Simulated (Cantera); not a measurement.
A closed system holds: 1 mol Si3N4, 0.12 mol O2, 77 mol H2, equilibrated at 0.280 bar.

These are equilibrium values from Cantera (NASA tables, ideal gas, pure condensed phases), not measurements of a reactor. Candidate condensed phases: H2O, Si, SiO2, Si2N2O, Si3N4; 35 gas species. Mutual solubility and eutectic melting of coexisting phases are not modelled. Gases not in the tables: Si2H6 and higher silanes. Rates play no part.

log p: log10 of the partial pressure in bar; n: condensed amount in mol.

```json
[
 {"T (K)": "1575", "log p H2": "-0.55", "log p N2": "-3.53", "log p H": "-4.66", "log p SiO": "-5.37", "n Si2N2O(s)": "0.239", "n Si3N4(s)": "0.840", "n Si(s)": "0", "n Si(l)": "0"},
 {"T (K)": "1625", "log p H2": "-0.55", "log p N2": "-3.34", "log p H": "-4.43", "log p SiO": "-4.85", "n Si2N2O(s)": "0.236", "n Si3N4(s)": "0.819", "n Si(s)": "0.0663", "n Si(l)": "0"},
 {"T (K)": "1675", "log p H2": "-0.55", "log p N2": "-2.99", "log p H": "-4.21", "log p SiO": "-4.41", "n Si2N2O(s)": "0.229", "n Si3N4(s)": "0.744", "n Si(s)": "0.299", "n Si(l)": "0"},
 {"T (K)": "1725", "log p H2": "-0.56", "log p N2": "-2.61", "log p H": "-4.01", "log p SiO": "-4.02", "n Si2N2O(s)": "0.214", "n Si3N4(s)": "0.553", "n Si(s)": "0", "n Si(l)": "0.886"},
 {"T (K)": "1775", "log p H2": "-0.56", "log p N2": "___", "log p H": "___", "log p SiO": "___", "n Si2N2O(s)": "___", "n Si3N4(s)": "___", "n Si(s)": "0", "n Si(l)": "___"},
 {"T (K)": "1825", "log p H2": "-0.57", "log p N2": "-2.15", "log p H": "-3.64", "log p SiO": "-3.07", "n Si2N2O(s)": "0", "n Si3N4(s)": "0", "n Si(s)": "0", "n Si(l)": "2.76"},
 {"T (K)": "1875", "log p H2": "-0.57", "log p N2": "-2.15", "log p H": "___", "log p SiO": "-3.07", "n Si2N2O(s)": "0", "n Si3N4(s)": "0", "n Si(s)": "0", "n Si(l)": "2.75"},
 {"T (K)": "1925", "log p H2": "-0.57", "log p N2": "-2.15", "log p H": "-3.30", "log p SiO": "-3.07", "n Si2N2O(s)": "0", "n Si3N4(s)": "0", "n Si(s)": "0", "n Si(l)": "2.75"},
 {"T (K)": "1975", "log p H2": "-0.57", "log p N2": "-2.15", "log p H": "-3.15", "log p SiO": "-3.07", "n Si2N2O(s)": "0", "n Si3N4(s)": "0", "n Si(s)": "0", "n Si(l)": "2.74"},
 {"T (K)": "2025", "log p H2": "-0.57", "log p N2": "-2.15", "log p H": "-3.00", "log p SiO": "-3.07", "n Si2N2O(s)": "0", "n Si3N4(s)": "0", "n Si(s)": "0", "n Si(l)": "2.73"}
]
```

**Question.** What belongs in the gaps?

**Answer.** 
- 1775, log p N2: -2.23
- 1775, log p H: -3.82
- 1775, log p SiO: -3.66
- 1775, n Si2N2O(s): 0.178
- 1775, n Si3N4(s): 0.0926
- 1775, n Si(l): 2.30
- 1875, log p H: -3.47
